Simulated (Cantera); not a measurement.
**Thermodynamics of nitride etching, feed Si3N4 + HCl**

Feed: 1 mol Si3N4, a varied amount of HCl, equilibrated at 2900 Pa.

Method: chemical equilibrium by Gibbs-energy minimisation in Cantera with the NASA 1993 tables (ideal gas, pure condensed phases). Candidate condensed phases: NH4Cl, Si, Si3N4; 28 gas species. The tables' values for SiCl3 are old estimates. Equilibrium is a limit: real reactors are often held back by kinetics, nucleation or transport.

### Question
Map the stable condensed phases over T = 773, 873, 973, 1073, 1173, 1273, 1373, 1473, 1573, 1673, 1773, 1873, 1973, 2073 K and n(HCl) in mol = 1.4, 2.9, 4.4, 6, 7.5, 9, 11, 12, 14, 15, 17, 18.

### Answer
```
T in K \ n(HCl) in mol
         1.4 2.9 4.4   6 7.5   9  11  12  14  15  17  18
   2073    A   A   A   A   A   B   B   B   B   B   B   B
   1973    A   A   A   A   A   B   B   B   B   B   B   B
   1873    A   A   A   A   A   B   B   B   B   B   B   B
   1773    C   C   C   C   C   B   B   B   B   B   B   B
   1673    C   C   C   C   C   B   B   B   B   B   B   B
   1573    C   C   C   C   C   C   C   B   B   B   B   B
   1473    C   C   C   C   C   C   C   C   C   C   B   B
   1373    C   C   C   C   C   C   C   C   C   C   C   C
   1273    C   C   C   C   C   C   C   C   C   C   C   C
   1173    C   C   C   C   C   C   C   C   C   C   C   C
   1073    C   C   C   C   C   C   C   C   C   C   C   C
    973    C   C   C   C   C   C   C   C   C   C   C   C
    873    C   C   C   C   C   C   C   C   C   C   C   C
    773    C   C   C   C   C   C   C   C   C   C   C   C
```
A: Si; B: gas only; C: Si3N4.
